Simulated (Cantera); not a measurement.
Si3N4 + C + N2 (sublimation and decomposition of ceramics)

Input: 1 mol Si3N4, 0.0035 mol C, 0.16 mol N2, held at 0.100 bar.

These are equilibrium values from Cantera (NASA tables, ideal gas, pure condensed phases), not measurements of a reactor. Candidate condensed phases: C, Si, SiC, Si3N4; 20 gas species. Mutual solubility and eutectic melting of coexisting phases are not modelled. The tables' values for SiN are old estimates; treat these amounts as uncertain. Kinetics and transport are ignored.

At 1425 K the condensed part is C(graphite) + Si3N4(s). From 1575 K to 1875 K the condensed part is SiC(s) + Si3N4(s). From 2025 K to 2325 K the condensed part is Si(l) + SiC(s). From 2475 K to 2775 K the condensed part is Si(l). At 2925 K nothing is condensed.

```csv
T (K),log p N2,log p Si,log p Si2,log p SiN,log p Si2N,log p Si3,log p Si2C,log p SiC2,n C(graphite),n Si3N4(s),n SiC(s),n Si(l)
1425,-1.00,-11.46,<-13,-11.70,<-13,<-13,<-13,<-13,0.00350,1.00,0,0
1575,-1.00,-9.05,<-13,-9.57,-11.17,<-13,-11.62,-11.96,0,0.999,0.00350,0
1725,-1.00,-7.07,-10.46,-7.82,-8.65,-12.14,-9.22,-10.50,0,0.999,0.00350,0
1875,-1.00,-5.41,-7.90,-6.35,-6.55,-8.90,-7.21,-9.28,0,0.999,0.00350,0
2025,-1.00,-4.23,-6.19,-5.35,-5.24,-6.87,-5.75,-8.01,0,0,0.00346,2.99
2175,-1.00,-3.54,-5.36,-4.79,-4.74,-6.06,-4.81,-6.60,0,0,0.00315,2.99
2325,-1.01,-2.94,-4.63,-4.31,-4.31,-5.36,-3.99,-5.38,0,0,0.00106,2.96
2475,-1.02,-2.41,-4.00,-3.90,-3.94,-4.75,-3.84,-5.43,0,0,0,2.89
2625,-1.06,-1.94,-3.43,-3.54,-3.63,-4.22,-3.86,-5.80,0,0,0,2.67
2775,-1.17,-1.52,-2.94,-3.26,-3.39,-3.74,-3.97,-6.29,0,0,0,1.90
2925,-1.37,-1.27,-2.73,-3.18,-3.47,-3.68,-4.17,-6.58,0,0,0,0
```
log p: log10 of the partial pressure in bar; n: condensed amount in mol.
